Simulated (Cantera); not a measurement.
Feed: 1 mol Si, 0.96 mol Cl2, a varied amount of H2, held at 1150 K and 101000 Pa.

Cantera equilibrium calculation (NASA polynomials, part measured and part estimated; ideal gas, pure solids and liquids). Candidate condensed phases: Si; 19 gas species. The tables' values for SiCl3 are old estimates; treat these amounts as uncertain. Rates play no part.

x: gas mole fraction; n: condensed amount in mol.

```json
[
 {"n(H2) (mol)": "0.35", "x H2": "0.354", "x SiCl4": "0.480", "x SiHCl3": "0.108", "x HCl": "0.0320", "x SiCl3": "0.0167", "x SiCl2": "(withheld)", "n Si(s)": "0.497"},
 {"n(H2) (mol)": "0.5", "x H2": "0.444", "x SiCl4": "0.394", "x SiHCl3": "0.104", "x HCl": "0.0341", "x SiCl3": "0.0144", "x SiCl2": "(withheld)", "n Si(s)": "0.495"},
 {"n(H2) (mol)": "0.71", "x H2": "0.534", "x SiCl4": "0.313", "x SiHCl3": "0.0963", "x HCl": "0.0353", "x SiCl3": "0.0121", "x SiCl2": "(withheld)", "n Si(s)": "0.493"},
 {"n(H2) (mol)": "1", "x H2": "0.618", "x SiCl4": "0.243", "x SiHCl3": "0.0855", "x HCl": "0.0356", "x SiCl3": "0.0100", "x SiCl2": "(withheld)", "n Si(s)": "0.492"},
 {"n(H2) (mol)": "1.4", "x H2": "0.692", "x SiCl4": "0.184", "x SiHCl3": "0.0734", "x HCl": "0.0352", "x SiCl3": "0.00812", "x SiCl2": "(withheld)", "n Si(s)": "0.491"},
 {"n(H2) (mol)": "2", "x H2": "0.760", "x SiCl4": "0.133", "x SiHCl3": "0.0603", "x HCl": "0.0340", "x SiCl3": "0.00637", "x SiCl2": "(withheld)", "n Si(s)": "0.491"},
 {"n(H2) (mol)": "2.9", "x H2": "0.817", "x SiCl4": "0.0921", "x SiHCl3": "0.0475", "x HCl": "0.0322", "x SiCl3": "0.00484", "x SiCl2": "(withheld)", "n Si(s)": "0.493"},
 {"n(H2) (mol)": "4.1", "x H2": "0.860", "x SiCl4": "0.0642", "x SiHCl3": "0.0372", "x HCl": "0.0301", "x SiCl3": "0.00369", "x SiCl2": "(withheld)", "n Si(s)": "0.496"},
 {"n(H2) (mol)": "5.8", "x H2": "0.893", "x SiCl4": "0.0439", "x SiHCl3": "0.0285", "x HCl": "0.0279", "x SiCl3": "0.00278", "x SiCl2": "(withheld)", "n Si(s)": "0.501"}
]
```

Problem. Complete the blanks.

Solution. 
- 0.35, x SiCl2: 0.00636
- 0.5, x SiCl2: 0.00576
- 0.71, x SiCl2: 0.00514
- 1, x SiCl2: 0.00452
- 1.4, x SiCl2: 0.00393
- 2, x SiCl2: 0.00334
- 2.9, x SiCl2: 0.00279
- 4.1, x SiCl2: 0.00232
- 5.8, x SiCl2: 0.00192
